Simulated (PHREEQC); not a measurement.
## Nickel, zinc or cadmium bath (model solution)

A solution holds 29 mmol/kgw NiCl2, 0.37 mmol/kgw H3BO3 and 61 mmol/kgw HCl, at 25 °C. Closed to the air; pH follows from the charge balance.

Model: ion-association model, wateq4f.dat, run in PHREEQC.

Each row changes one thing in this solution. No solid was allowed to form.

| case | pH | Cl- (mol/kgw) | Ni+2 (mol/kgw) | NiCl+ (mol/kgw) | NiCl2 (mol/kgw) | NiOH+ (mol/kgw) |
|---|---|---|---|---|---|---|
| as made | 1.30 | 0.115 | 0.0260 | 0.00247 | 0.000563 | 3.20e-11 |
| H3BO3 from 0.00037 to 0.00185 mol/kgw | 1.30 | 0.115 | 0.0260 | 0.00247 | 0.000563 | 3.20e-11 |
| temperature from 25 to 50 °C | 1.31 | 0.116 | 0.0261 | 0.00235 | 0.000524 | 1.58e-10 |
| diluted 2-fold with water | 1.59 | 0.0585 | 0.0136 | 0.000805 | 0.000106 | 3.75e-11 |
| H3BO3 replaced by Pb(BF4)2 at the same molality | 1.31 | 0.115 | 0.0260 | 0.00246 | 0.000560 | 3.23e-11 |
| HCl from 0.061 to 0.0549 mol/kgw | 1.35 | 0.110 | 0.0261 | 0.00238 | 0.000520 | 3.60e-11 |

At this temperature some constants are extrapolated from 25 °C, and those without enthalpy data are left unchanged. Real BF4- forms and hydrolyses slowly; the run takes it at equilibrium.
